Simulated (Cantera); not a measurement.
A Cantera script and its output.

```python
import numpy as np
import cantera as ct

gas = ct.Solution("gri30.yaml")
gas.TPX = 1600, 3700, {'CH4': 0.015, 'H2': 1, 'H': 0.014}
inlet = ct.Reservoir(gas, clone=True)

reactor = ct.IdealGasConstPressureReactor(gas, energy="off", clone=False)
exhaust = ct.Reservoir(gas, clone=True)
tau = [5.2, 1, 0.21, 0.043, 0.0087, 0.0018, 0.00036][0]
for a, b in ((inlet, reactor), (reactor, exhaust)):
    ct.MassFlowController(a, b, mdot=lambda t: reactor.mass / tau)
net = ct.ReactorNet([reactor])
show = ['CH4', 'H2', 'H', 'CH3', 'C2H4', 'C2H6', 'CH2']

rows = []
print(f"{'tau/s':>10s}{'T/K':>9s}" + "".join(f"{s:>11s}" for s in show))
for tau in [5.2, 1, 0.21, 0.043, 0.0087, 0.0018, 0.00036]:
    net.initial_time = 0.0
    net.advance(30 * tau)
    before = gas.X
    net.advance(40 * tau)
    drift = np.max(np.abs(gas.X - before) / (gas.X + 1e-9))
    rows.append([gas.T, *gas[show].X, drift])
    print(f"{tau:10.3e}{gas.T:9.1f}" + "".join(f"{x:11.3e}" for x in gas[show].X))
```

Result:

```
     tau/s      T/K        CH4         H2          H        CH3       C2H4       C2H6        CH2
 5.200e+00   1600.0  8.019e-03  9.883e-01  3.823e-04  6.292e-05  1.726e-05  2.486e-07  2.215e-08
 1.000e+00   1600.0  9.919e-03  9.871e-01  6.007e-04  1.223e-04  1.914e-05  6.621e-07  6.622e-08
 2.100e-01   1600.0  1.090e-02  9.860e-01  1.100e-03  2.460e-04  2.655e-05  1.562e-06  2.332e-07
 4.300e-02   1600.0  1.159e-02  9.845e-01  2.124e-03  5.041e-04  3.929e-05  3.412e-06  8.446e-07
 8.700e-03   1600.0  1.195e-02  9.822e-01  3.993e-03  9.719e-04  5.668e-05  6.551e-06  2.640e-06
 1.800e-03   1600.0  1.199e-02  9.792e-01  6.709e-03  1.616e-03  7.209e-05  1.036e-05  6.080e-06
 3.600e-04   1600.0  1.203e-02  9.762e-01  9.416e-03  2.159e-03  6.182e-05  1.229e-05  9.446e-06
```

Cantera simulation using GRI-Mech 3.0 (53 species, 325 reactions); the numbers are that mechanism's predictions, not measurements. GRI-Mech 3.0 stops at C3 and has no aromatics, soot or wall deposition, so with more carbon than oxygen in the feed, carbon stays in small species such as C2H2 where larger ones or solid carbon would form. Radical loss at walls, strong at low pressure, is not modelled.
